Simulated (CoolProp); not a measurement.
The fluid at 293.15 K and 0.0823 MPa flows at 1.9 m/s in a round tube of 100 mm bore and 45 µm roughness, fully developed (64/Re and Nu = 3.66 if laminar; Colebrook and Gnielinski if turbulent). The same conditions are run with several fluids, on thermodynamics alone (safety and materials aside).

Values from CoolProp's reference Helmholtz-energy equation of state of each fluid (R245fa: Akasaka 2015; R152A: Outcalt 1996; methane: Setzmann 1991; ammonia: Gao 2020; R236FA: Pan 2012).

| fluid | Reynolds number | Darcy friction factor | pressure drop (Pa/m) | heat-transfer coefficient (W/(m² K)) | mass flow (kg/h) |
|---|---|---|---|---|---|
| R245fa | 76500 | 0.0209 | 1.76 | 23.7 | 251 |
| R152A | 39500 | 0.0234 | 0.959 | 13.9 | 122 |
| methane | 9340 | ? | ? | 9.66 | 29.1 |
| ammonia | ? | 0.0308 | ? | 8.90 | 31.2 |
| R236FA | 93200 | ? | 1.94 | 23.8 | 284 |

Problem. Complete the blanks.

Solution. 
- methane, Darcy friction factor: 0.0321
- methane, pressure drop (Pa/m): 0.314
- ammonia, Reynolds number: 11100
- ammonia, pressure drop (Pa/m): 0.322
- R236FA, Darcy friction factor: 0.0203

Transport values come from each fluid's own correlations; those of R245fa, R152A, R236FA are estimates that may be off by 10 % or more.
